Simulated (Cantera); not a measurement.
Ammonia decomposition in nitride growth gas

An isothermal, constant-pressure homogeneous reactor starts with 76.9 % NH3, 23.1 % H2, at 1550 K and 150000 Pa.

Cantera simulation using the gas-phase N/H chemistry of the illustrative SiF4/NH3 mechanism in the Surface Chemkin manual (1991); the numbers are that mechanism's predictions, not measurements. Walls and surfaces, which speed up NH3 decomposition in real reactors, are not modelled.

```
t (s)     x NH3   x H2     x NH   x N2H4      x H      x N2   x N2H2
--------  -----  -----  -------  -------  -------  --------  -------
0.000500  0.769  0.231  1.52e-8  2.64e-8  2.36e-6   2.55e-7  3.07e-8
0.000965  0.769  0.231  4.62e-8  8.13e-8  4.12e-6   2.14e-6  1.00e-7
0.00186   0.769  0.231  9.23e-8  1.64e-7  5.85e-6   1.22e-5  2.12e-7
0.00360   0.769  0.231  1.10e-7  1.97e-7  6.41e-6   4.20e-5  2.57e-7
0.00695   0.769  0.231  1.11e-7  1.99e-7  6.44e-6  0.000104  2.59e-7
0.0134    0.768  0.231  1.11e-7  1.98e-7  6.45e-6  0.000222  2.59e-7
0.0259    0.768  0.232  1.11e-7  1.98e-7  6.47e-6  0.000452  2.58e-7
0.0500    0.766  0.233  1.11e-7  1.97e-7  6.50e-6  0.000892  2.57e-7
0.0965    0.763  0.235  1.11e-7  1.96e-7  6.56e-6   0.00174  2.54e-7
0.186     0.757  0.239  1.10e-7  1.93e-7  6.68e-6   0.00335  2.50e-7
0.360     0.747  0.247  1.09e-7  1.88e-7  6.90e-6   0.00638  2.41e-7
0.695     0.727  0.261  1.07e-7  1.79e-7  7.31e-6    0.0120  2.26e-7
1.34      0.692  0.286  1.02e-7  1.63e-7  8.03e-6    0.0219  2.01e-7
2.59      0.634  0.328  9.53e-8  1.38e-7  9.24e-6    0.0382  1.63e-7
5.00      0.548  0.389  8.40e-8  1.05e-7  1.10e-5    0.0624  1.17e-7
```
x: mole fraction; the columns are a selection and need not sum to one.

Equilibrium at this temperature and pressure: NH3 2.56e-5, H2 0.783, NH 4.24e-12, N2H4 <1e-12, H 2.29e-5, N2 0.217, N2H2 <1e-12 (gas phase only).
